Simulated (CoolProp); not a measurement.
n-decane along the isotherm 562.8 K: Z from the reference equation and from simpler models built on Tc = 617.7 K, pc = 21.01 bar, ω = 0.488; each cubic takes its own stable root.

Values from CoolProp's reference Helmholtz-energy equation of state, Lemmon 2006. It is a short technical equation, of lower accuracy than the large ones.

| p (bar) | phase | reference | van der Waals | Soave-Redlich-Kwong |
|---|---|---|---|---|
| 0.808 | gas | 0.9801 | 0.9856 | 0.9814 |
| 1.62 | gas | 0.9594 | 0.9707 | 0.9621 |
| 2.42 | gas | 0.9382 | 0.9556 | 0.9425 |
| 3.23 | gas | 0.9159 | 0.9398 | 0.9221 |
| 4.04 | gas | 0.8925 | 0.9236 | 0.9009 |
| 4.85 | gas | 0.8680 | 0.9068 | 0.8788 |
| 5.66 | gas | 0.8421 | 0.8895 | 0.8557 |
| 6.47 | gas | 0.8147 | 0.8714 | 0.8315 |
| 7.27 | gas | 0.7856 | 0.8528 | 0.8063 |
| 8.08 | gas | 0.7537 | 0.8330 | 0.7791 |
| 8.89 | gas | 0.7186 | 0.8123 | 0.7499 |
| 10.5 | liquid | 0.06814 | 0.7671 | 0.08625 |

At some of these states van der Waals gives the other phase, because its saturation line lies elsewhere.
